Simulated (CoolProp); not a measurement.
Vapour-liquid equilibrium of methanol (1) + ethanol (2) at 3.02 MPa; x and y are mole fractions of (1).

The numbers come from the multi-fluid Helmholtz-energy mixture model, de Reuck 1993 and Schroeder 2014; pair parameters Bell 2016 in CoolProp.

Q: Give the bubble temperature and the first vapour's composition at x = 0.05, 0.5, 0.8. Is there an azeotrope?

A: x = 0.05: 473.0 K, y = 0.060; x = 0.5: 466.1 K, y = 0.546; x = 0.8: 461.6 K, y = 0.831. No azeotrope shows between x = 0.05 and 0.95.

Pair parameters are fitted to limited data, so mixtures are less certain than the pure fluids.
